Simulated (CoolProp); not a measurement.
Vapour-liquid equilibrium of n-pentane (1) + the fluoroketone C6F12O (FK-5-1-12) (2) at 107.05 °C; x and y are mole fractions of (1).

The numbers come from the multi-fluid Helmholtz-energy mixture model, Thol 2019 and McLinden 2015; pair parameters Bell 2016 in CoolProp.

Question: Give the bubble pressure and the first vapour's composition at x = 0.5, 0.8, 0.95. Is there an azeotrope?

Answer: x = 0.5: 849.1 kPa, y = 0.580; x = 0.8: 845.1 kPa, y = 0.727; x = 0.95: 757.6 kPa, y = 0.888. y crosses x between x = 0.5 and 0.65: the model has an azeotrope there.

Pair parameters are fitted to limited data, so mixtures are less certain than the pure fluids.
